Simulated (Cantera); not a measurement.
A jet of CH4 : O2 : N2 = 0.019 : 0.054 : 0.79 (molar parts), equivalence ratio 0.70 at 300 K and 32000 Pa hits a platinum plate 7.5 cm away at a mass flux of 0.037 kg/m²/s; the plate temperature is set and raised in steps from an oxygen-covered start.

Computed with Cantera and Deutschmann's 1995 Pt surface mechanism with GRI-Mech 3.0 gas chemistry. Catalytic surfaces can have several steady states; this one follows from the mechanism file's or the stated starting coverage.

One state of this run: wall x CH4 = 0.000657; wall x O2 = 0.0178; wall x H2O = 0.0391; wall x OH = 2.40e-6; wall x CO = 1.55e-6; wall x CO2 = 0.0257; θ free Pt = 0.623; θ O* = 0.376; θ OH* = 0.00135. x: mole fraction at the wall; θ: surface coverage.

**Question.** Which value of plate T (K) does it belong to?
(A) 950
(B) 1200
(C) 1150
(D) 1300

**Answer.** B, 1200
